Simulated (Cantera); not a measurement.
Mixture: CH3OH : O2 : N2 = 1 : 2.59 : 9.72 (molar parts), at 101000 Pa, adiabatic and at constant volume. Ignition delay is the time to a rise of 400 K.

Cantera simulation using GRI-Mech 3.0 (53 species, 325 reactions); the numbers are that mechanism's predictions, not measurements. GRI-Mech 3.0 was tuned for natural gas; its chemistry of methanol as a main component is partial and can be far from experiment.

Task: Predict: delay at 1075 K; delay at 1150 K; delay at 1225 K; delay at 1300 K; delay at 1375 K; delay at 1450 K; apparent activation energy between 1300 and 1450 K.

Result: 
| Quantity | Value |
|---|---|
| delay at 1075 K | 0.105 s |
| delay at 1150 K | 24.6 ms |
| delay at 1225 K | 6.94 ms |
| delay at 1300 K | 2.31 ms |
| delay at 1375 K | 0.894 ms |
| delay at 1450 K | 0.393 ms |
| apparent activation energy between 1300 and 1450 K | 190 kJ/mol |
